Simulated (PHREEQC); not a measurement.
1 kg of water holding 0.5 mol/kgw NaCl, 0.17 mol/kgw KCl and 0.081 mol/kgw MgCl2 is evaporated at 25 °C; the solids stay in contact with the brine. CO2 from the air is kept out. The run lets Bischofite, Brucite, Carnallite, Halite, Sylvite, MgCl2_4H2O precipitate or redissolve, and no other solid.

The series has 24 steps of water left (kg), from 1 to 0.004046.

Equilibrium calculation in PHREEQC: Pitzer model, pitzer.dat.

Task: Which solids form, in which order, and at which step of the series does each first stand?

Result: Halite from water left = 0.1156 kg; Sylvite from water left = 0.07809 kg; Carnallite from water left = 0.01359 kg.
